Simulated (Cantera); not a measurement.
Charge: 1 mol C3H6, 9.4 mol H2, 1.2 mol N2, equilibrated at 10.0 Torr.

Cantera equilibrium calculation (NASA polynomials, part measured and part estimated; ideal gas, pure solids and liquids). Candidate condensed phases: C, C6H6, C7H8, C8H18; 92 gas species. The numbers say what is thermodynamically allowed, not how fast it happens.

### Question
At 427 °C, list the 4 most abundant gas species with their mole fractions, and the condensed phases.

### Answer
H2 0.827, N2 0.0951, CH4 0.0776, NH3 2.90e-5. Condensed: C(graphite).
